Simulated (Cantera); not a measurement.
What does this Cantera script print?

```python
import numpy as np
import cantera as ct

gas_names = """
    CL CL2 H HCL H2 N NH NH2 NH3 N2 N2H2 N2H4 Si SiCL SiCL2 SiCL3 SiCL4 SiH SiHCL3 SiH2 SiH2CL2 SiH3
    SiH3CL SiH4 SiN Si2 Si2N Si3
""".split()
cond_names = """
    NH4CL(a) NH4CL(b) Si(cr) Si(L) Si3N4(a)
""".split()


# ... load() reads the species with a 1 bar reference pressure and builds the phases ...
atoms = {
    'Si2Cl6': {'Si': 2, 'CL': 6},
    'NH3': {'N': 1, 'H': 3},
    'N2': {'N': 2},
}
top_T = {'Si3N4(a)': 2400}  # K; cautious upper limits of use, not melting points


# ... equilibrate(T, P, feed) seeds the gas with the atoms and calls Mixture.equilibrate('TP', solver="vcs", rtol=1e-11, max_steps=5000) ...
results = []
feed = {'Si2Cl6': 1, 'NH3': 1.1, 'N2': 28}  # mol
T = 1625  # K
P = 49  # Pa
mix = equilibrate(T, P, feed)
results.append((T, P, feed, dict(zip(mix.species_names, mix.species_moles))))
print(gas.report(threshold=0.001))
for i in range(1, mix.n_phases):
    print(f"{mix.phase(i).name:16s} {mix.phase_moles(i):12.5e} mol")
```

It prints:

```
       temperature   1625 K
          pressure   49 Pa
           density   0.00011705 kg/m^3
  mean mol. weight   32.274 kg/kmol
   phase of matter   gas

                          1 kg             1 kmol
                     ---------------   ---------------
          enthalpy        9.0315e+05        2.9148e+07  J
   internal energy        4.8451e+05        1.5637e+07  J
           entropy            9882.4        3.1894e+05  J/K
    Gibbs function       -1.5156e+07       -4.8913e+08  J
 heat capacity c_p            1128.6             36423  J/K
 heat capacity c_v            870.95             28109  J/K

                      mass frac. Y      mole frac. X     chem. pot. / RT
                     ---------------   ---------------   ---------------
                CL         0.0011396         0.0010375           -27.754
               HCL          0.066249          0.058645           -42.937
                H2         0.0012572          0.020126           -30.366
                N2           0.74608           0.85953           -34.034
             SiCL2           0.18228          0.059432           -62.604
     [  +23 minor]         0.0029882         0.0012321

Si(cr)            0.00000e+00 mol
Si3N4(a)          0.00000e+00 mol
```

Equilibrium computed with Cantera from the NASA thermochemical tables; the gas is ideal and each condensed phase is pure. The feed counts by its element totals alone. The tables' values for SiCl3, SiCl are old estimates; treat these amounts as uncertain.
